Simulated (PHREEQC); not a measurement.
Consider water at 25 °C with 0.18 mol/kgw HF, 0.064 mol/kgw (CH3)4NF, 0.054 mol/kgw (NH4)2SiF6 and 6.9e-05 mol/kgw HCl. It is in equilibrium with CO2 at log p = 0 (atm). Otherwise closed; pH follows from the charge balance.

Computed with PHREEQC (ion-association model, wateq4f.dat).

```yaml
pH: 2.66
ionic_strength: 0.229 mol/kgw
activity_of_water: 0.992
total_alkalinity: -396 meq/kg
```

```csv
species,molality,activity,log γ
NH4+,0.108,0.0801,-0.130
HF,0.101,0.107,0.023
(CH3)4N+,0.0640,0.0453,-0.150
SiF6-2,0.0540,0.0153,-0.546
F-,0.0473,0.0329,-0.157
CO2,0.0323,0.0340,0.023
H2F2,0.0283,0.0298,0.023
HF2-,0.0194,0.0135,-0.157
H+,0.00274,0.00217,-0.101
Cl-,6.90e-5,4.84e-5,-0.154
HCO3-,9.40e-6,6.93e-6,-0.132
NH3,2.10e-8,2.10e-8,0.000
```

Precipitation was switched off in this run. Species that the database lacks are ignored. Carbamate, which ammonia and carbonate form, is missing from the database. (CH3)4N+ isn't in the database: it is added as a free cation with an ion size of 4 Å. wateq4f.dat counts part of the HF as a dimer, H2F2, which phreeqc.dat doesn't know; its constant is uncertain. SiF6-2 is the database's only silicon fluoride.
